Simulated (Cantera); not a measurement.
## Pb + O₂ + H₂ (metals in furnace atmospheres)

Charge: 1 mol Pb, 1.5 mol O₂, 4 mol H₂, held at 1000 Pa.

Method: chemical equilibrium by Gibbs-energy minimisation in Cantera with the NASA 1993 tables (ideal gas, pure condensed phases). Candidate condensed phases: H₂O, Pb, PbO, PbO₂, Pb₃O₄; 12 gas species. Rates play no part.

```csv
T (K),log p H₂O,log p H₂,log p Pb,log p H,log p PbO,log p OH,log p O₂,n Pb(l)
773,-2.12,-2.60,-7.64,-13.34,<-14,<-14,<-14,1.000
873,-2.12,-2.60,-6.20,-11.63,-12.20,<-14,<-14,1.000
973,-2.13,-2.60,-5.06,-10.27,-10.32,-12.54,<-14,0.996
1073,-2.13,-2.61,-4.14,-9.16,-8.78,-11.11,<-14,0.971
1173,-2.14,-2.62,-3.37,-8.24,-7.51,-9.92,<-14,0.824
1273,-2.21,-2.69,-2.74,-7.49,-6.44,-8.95,-13.59,0.100
1373,-2.22,-2.70,-2.70,-6.83,-6.04,-8.10,-12.10,0
1473,-2.22,-2.70,-2.70,-6.25,-5.72,-7.36,-10.81,0
1573,-2.22,-2.70,-2.70,-5.74,-5.44,-6.71,-9.68,0
1673,-2.22,-2.70,-2.70,-5.29,-5.20,-6.13,-8.69,0
1773,-2.22,-2.70,-2.70,-4.90,-4.98,-5.63,-7.81,0
1873,-2.22,-2.70,-2.70,-4.54,-4.79,-5.18,-7.02,0
1973,-2.23,-2.70,-2.71,-4.22,-4.62,-4.77,-6.31,0
```
log p: log10 of the partial pressure in bar; n: condensed amount in mol.

From 773 K to 1273 K the condensed part is Pb(l). From 1373 K to 1973 K nothing is condensed. The main Pb-bearing gas is Pb throughout.
